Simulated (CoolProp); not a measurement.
Properties of 1-butene along the isotherm 270.7 K (Tc = 419.3 K, pc = 4.006 MPa, ω = 0.192).

Values from CoolProp's reference Helmholtz-energy equation of state, Lemmon 2005. It is a short technical equation, of lower accuracy than the large ones.

| p (MPa) | phase | density (kg/m³) | expansivity (1/kK) | fugacity coefficient |
|---|---|---|---|---|
| 0.182 | liquid | 621.3 | 1.871 | 0.6183 |
| 0.364 | liquid | 621.5 | 1.866 | 0.3114 |
| 0.546 | liquid | 621.8 | 1.861 | 0.2091 |
| 0.728 | liquid | 622.0 | 1.856 | 0.1580 |
| 0.91 | liquid | 622.3 | 1.851 | 0.1273 |
| 1.09 | liquid | 622.5 | 1.846 | 0.1071 |
| 1.27 | liquid | 622.8 | 1.841 | 0.09256 |
| 1.46 | liquid | 623.0 | 1.836 | 0.08113 |
| 1.64 | liquid | 623.3 | 1.831 | 0.07275 |
| 1.82 | liquid | 623.5 | 1.827 | 0.06603 |
| 2 | liquid | 623.7 | 1.822 | 0.06052 |
